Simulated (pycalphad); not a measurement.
An equivalent pycalphad script:

```python
from pycalphad import Database, equilibrium, calculate, variables as v
import numpy as np
db = Database('COST507.tdb')
comps = ['AL', 'MN', 'SI', 'VA']
phases = ['AL11MN4', 'AL12MN', 'AL4MN', 'AL6MN', 'AL8MN5_D810', 'ALMNSI_ALPHA', 'ALMNSI_BETA', 'ALMNSI_DELTA', 'BCC_A2', 'CBCC_A12', 'CUB_A13', 'DIAMOND_A4', 'FCC_A1', 'HCP_A3', 'LIQUID', 'MN11SI19', 'MN3SI', 'MN5SI3', 'MN6SI', 'MN9SI2', 'MNSI']
eq = equilibrium(db, comps, phases, {v.X('MN'): 0.017, v.X('SI'): 0.0471, v.T: np.arange(1850, 499, -25), v.P: 101325, v.N: 1}, output=['HM', 'SM'])
```

Computed with pycalphad from the COST 507 light-alloy database (1999), at 1 atm. The database dates from 1999; later assessments differ in places, in temperatures and in the compounds included. Amounts are mole fractions of atoms.

Results at three of the temperatures:

```
T = 1525.00 K, P = 101325 Pa, N = 1 mol of atoms
G = -88272 J/mol, H = 47599 J/mol, S = 89.10 J/(mol K)  (SER reference)
chemical potentials (J/mol): Al -85892, Mn -171695, Si -105449
phase             fraction      x(Al)      x(Mn)      x(Si)
LIQUID              1.0000     0.9359     0.0170     0.0471
```

```
T = 1350.00 K, P = 101325 Pa, N = 1 mol of atoms
G = -73012 J/mol, H = 42036 J/mol, S = 85.22 J/(mol K)  (SER reference)
chemical potentials (J/mol): Al -70902, Mn -153994, Si -85707
phase             fraction      x(Al)      x(Mn)      x(Si)
LIQUID              1.0000     0.9359     0.0170     0.0471
```

```
T = 1250.00 K, P = 101325 Pa, N = 1 mol of atoms
G = -64611 J/mol, H = 38863 J/mol, S = 82.78 J/(mol K)  (SER reference)
chemical potentials (J/mol): Al -62655, Mn -144328, Si -74699
phase             fraction      x(Al)      x(Mn)      x(Si)
LIQUID              1.0000     0.9359     0.0170     0.0471
```

Changes of the phase set, refined by bisection:

| T (°C) | phases above | phases below |
|---|---|---|
| 711.4 | LIQUID | ALMNSI_ALPHA + LIQUID |
| 633.4 | ALMNSI_ALPHA + LIQUID | ALMNSI_ALPHA + FCC_A1 + LIQUID |
| 576.4 | ALMNSI_ALPHA + FCC_A1 + LIQUID | ALMNSI_ALPHA + DIAMOND_A4 + FCC_A1 |

Database names, with the compositions (at.%) that they take in these runs: ALMNSI_ALPHA: Al 70 Mn 17 Si 11-13. FCC_A1 is fcc; DIAMOND_A4 is diamond (Si).
